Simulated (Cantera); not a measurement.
A perfectly stirred reactor is fed with H2 : O2 = 0.072 : 1 (molar parts), equivalence ratio 0.036, at 1.95 Torr; it is held at 1250 K, and followed from long to short residence time.

Cantera simulation using the H2/O2 subset of GRI-Mech 3.0, which has no nitrogen chemistry; the numbers are that mechanism's predictions, not measurements. Radical loss at walls, strong at low pressure, is not modelled. The temperature is held fixed by assumption; the heat of reaction is taken as removed at once.

Question: What does this change do: H2 0.072 to 0.027 parts?

Answer: 
| quantity | before | after |
|---|---|---|
| x(H2) at τ = 4.10 s | 0.000471 | 0.000146 |
| x(O2) at τ = 4.10 s | 0.917 | 0.963 |
| x(O) at τ = 4.10 s | 0.0118 | 0.00916 |
| x(H2O2) at τ = 4.10 s | 2.06e-8 | 8.22e-9 |
| x(HO2) at τ = 4.10 s | 5.35e-7 | 2.56e-7 |
| x(H2) at τ = 86.0 ms | 0.00220 | 0.000898 |
| x(O2) at τ = 86.0 ms | 0.885 | 0.952 |
| x(O) at τ = 86.0 ms | 0.0388 | 0.0190 |
| x(H2O2) at τ = 86.0 ms | 2.40e-8 | 1.18e-8 |
| x(HO2) at τ = 86.0 ms | 7.41e-7 | 3.75e-7 |

Question: What does this change do: pressure from 1.95 Torr to 3.83 Torr?

Answer: 
```csv
quantity,before,after
x(H2) at τ = 4.10 s,0.000471,0.000235
x(O2) at τ = 4.10 s,0.917,0.924
x(O) at τ = 4.10 s,0.0118,0.00529
x(H2O2) at τ = 4.10 s,2.06e-8,3.34e-8
x(HO2) at τ = 4.10 s,5.35e-7,7.58e-7
x(H2) at τ = 86.0 ms,0.00220,0.00164
x(O2) at τ = 86.0 ms,0.885,0.893
x(O) at τ = 86.0 ms,0.0388,0.0322
x(H2O2) at τ = 86.0 ms,2.40e-8,4.54e-8
x(HO2) at τ = 86.0 ms,7.41e-7,1.40e-6
```
